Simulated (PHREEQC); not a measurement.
0.26 g of hydrous ferric oxide (600 m²/g; 0.2 weak and 0.005 strong sites per Fe, Dzombak-Morel constants, diffuse double layer) in 1 kg of water with 0.005 mol/kgw of an inert sodium salt and 0.015 mmol/kgw Na2HAsO4, at 25 °C; the pH is set by adding NaOH or the inert anion's acid. O2 is buffered at 0.21 atm. CO2 from the air is kept out. Nothing may precipitate in this run.

Base run: PHREEQC, ion-association model, wateq4f.dat. Each further column changes one thing. The table gives surface charge σ (C/m²).

```json
[
 {"pH": "3", "base": "0.292", "background salt from 0.005 to 0.0005 mol/kgw": "0.234", "oxide from 0.26 to 1.3 g/kgw": "0.307", "0.0019 mol/kgw NiCl2 added": "0.314"},
 {"pH": "3.67", "base": "0.213", "background salt from 0.005 to 0.0005 mol/kgw": "0.128", "oxide from 0.26 to 1.3 g/kgw": "0.227", "0.0019 mol/kgw NiCl2 added": "0.249"},
 {"pH": "4.33", "base": "0.139", "background salt from 0.005 to 0.0005 mol/kgw": "(withheld)", "oxide from 0.26 to 1.3 g/kgw": "0.150", "0.0019 mol/kgw NiCl2 added": "0.173"},
 {"pH": "5", "base": "0.083", "background salt from 0.005 to 0.0005 mol/kgw": "(withheld)", "oxide from 0.26 to 1.3 g/kgw": "0.091", "0.0019 mol/kgw NiCl2 added": "0.108"},
 {"pH": "5.67", "base": "0.046", "background salt from 0.005 to 0.0005 mol/kgw": "0.018", "oxide from 0.26 to 1.3 g/kgw": "0.051", "0.0019 mol/kgw NiCl2 added": "0.064"},
 {"pH": "6.33", "base": "0.024", "background salt from 0.005 to 0.0005 mol/kgw": "0.008", "oxide from 0.26 to 1.3 g/kgw": "0.026", "0.0019 mol/kgw NiCl2 added": "0.041"},
 {"pH": "7.67", "base": "0.003", "background salt from 0.005 to 0.0005 mol/kgw": "(withheld)", "oxide from 0.26 to 1.3 g/kgw": "0.004", "0.0019 mol/kgw NiCl2 added": "0.039"},
 {"pH": "8.33", "base": "-0.003", "background salt from 0.005 to 0.0005 mol/kgw": "-0.001", "oxide from 0.26 to 1.3 g/kgw": "-0.002", "0.0019 mol/kgw NiCl2 added": "0.038"},
 {"pH": "9", "base": "-0.011", "background salt from 0.005 to 0.0005 mol/kgw": "-0.004", "oxide from 0.26 to 1.3 g/kgw": "-0.010", "0.0019 mol/kgw NiCl2 added": "0.037"},
 {"pH": "9.67", "base": "-0.024", "background salt from 0.005 to 0.0005 mol/kgw": "(withheld)", "oxide from 0.26 to 1.3 g/kgw": "-0.022", "0.0019 mol/kgw NiCl2 added": "0.028"},
 {"pH": "10.33", "base": "-0.044", "background salt from 0.005 to 0.0005 mol/kgw": "(withheld)", "oxide from 0.26 to 1.3 g/kgw": "-0.044", "0.0019 mol/kgw NiCl2 added": "(withheld)"},
 {"pH": "11", "base": "-0.082", "background salt from 0.005 to 0.0005 mol/kgw": "-0.050", "oxide from 0.26 to 1.3 g/kgw": "-0.083", "0.0019 mol/kgw NiCl2 added": "0.002"}
]
```

Q: Fill in the missing entries.

A: 
- 4.33, background salt from 0.005 to 0.0005 mol/kgw: 0.068
- 5, background salt from 0.005 to 0.0005 mol/kgw: 0.035
- 7.67, background salt from 0.005 to 0.0005 mol/kgw: 0.001
- 9.67, background salt from 0.005 to 0.0005 mol/kgw: -0.009
- 10.33, background salt from 0.005 to 0.0005 mol/kgw: -0.019
- 10.33, 0.0019 mol/kgw NiCl2 added: 0.014

The oxide is taken as insoluble; below pH 4 it would dissolve. In at least one series the solution becomes supersaturated in solids that the run did not let form, among them Ni(OH)2. The database has no arsenate complexes of Ni.
